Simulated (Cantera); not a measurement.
What does this Cantera script print?

```python
import numpy as np
import cantera as ct

gas_names = """
    Cu CuF CuF2 Cu2 F F2
""".split()
cond_names = """
    Cu(cr) Cu(L) CuF2(s) CuF2(L)
""".split()


# ... load() reads the species with a 1 bar reference pressure and builds the phases ...
atoms = {
    'Cu': {'Cu': 1},
    'F2': {'F': 2},
}
top_T = {}  # K; cautious upper limits of use, not melting points


# ... equilibrate(T, P, feed) seeds the gas with the atoms and calls Mixture.equilibrate('TP', solver="vcs", rtol=1e-11, max_steps=5000) ...
results = []
feed = {'Cu': 1, 'F2': 7.7}  # mol
T = 673.15  # K
P = 850  # Pa
mix = equilibrate(T, P, feed)
results.append((T, P, feed, dict(zip(mix.species_names, mix.species_moles))))
print(gas.report(threshold=1e-06))
for i in range(1, mix.n_phases):
    print(f"{mix.phase(i).name:16s} {mix.phase_moles(i):12.5e} mol")
```

It prints:

```
       temperature   673.15 K
          pressure   850 Pa
           density   0.0057449 kg/m^3
  mean mol. weight   37.828 kg/kmol
   phase of matter   gas

                          1 kg             1 kmol
                     ---------------   ---------------
          enthalpy        3.5351e+05        1.3372e+07  J
   internal energy        2.0555e+05        7.7755e+06  J
           entropy            7130.2        2.6972e+05  J/K
    Gibbs function       -4.4462e+06       -1.6819e+08  J
 heat capacity c_p            941.92             35631  J/K
 heat capacity c_v            722.12             27316  J/K

                      mass frac. Y      mole frac. X     chem. pot. / RT
                     ---------------   ---------------   ---------------
                 F         0.0044714          0.008903           -15.092
                F2           0.99553            0.9911           -30.185
     [   +4 minor]        1.0387e-09        3.8693e-10

Cu(cr)            0.00000e+00 mol
CuF2(s)           1.00000e+00 mol
```

Method: chemical equilibrium by Gibbs-energy minimisation in Cantera with the NASA 1993 tables (ideal gas, pure condensed phases).
